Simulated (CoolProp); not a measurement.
Properties of sulfur hexafluoride along the isotherm -23.95 °C.

Values from CoolProp's reference Helmholtz-energy equation of state, Guder 2009.

| p (MPa) | phase | density (kg/m³) | speed of sound (m/s) | Prandtl number | fugacity coefficient |
|---|---|---|---|---|---|
| 0.0594 | gas | 4.237 | 124.3 | 0.803 | 0.9883 |
| 0.113 | gas | 8.151 | 123.2 | 0.809 | 0.9777 |
| 0.213 | gas | 15.70 | … | 0.822 | 0.9580 |
| 0.404 | gas | 31.20 | … | … | 0.9202 |
| 0.767 | liquid | 1711 | 433.9 | … | 0.6995 |
| 1.45 | liquid | 1717 | 440.6 | 3.69 | 0.3805 |
| 2.76 | liquid | … | 452.8 | … | … |
| 5.22 | liquid | … | 474.0 | 3.74 | 0.1232 |
| 9.9 | liquid | 1775 | 509.5 | 3.81 | 0.07837 |
| 18.8 | liquid | 1821 | 565.2 | 3.97 | 0.05850 |

Fill in the missing entries.


- 0.213, speed of sound (m/s): 121.0
- 0.404, speed of sound (m/s): 116.6
- 0.404, Prandtl number: 0.856
- 0.767, Prandtl number: 3.68
- 2.76, density (kg/m³): 1727
- 2.76, Prandtl number: 3.70
- 2.76, fugacity coefficient: 0.2109
- 5.22, density (kg/m³): 1745

Viscosity comes from a separate model (Quiñones-Cisneros 2012). Thermal conductivity comes from a separate model (Assael 2012).
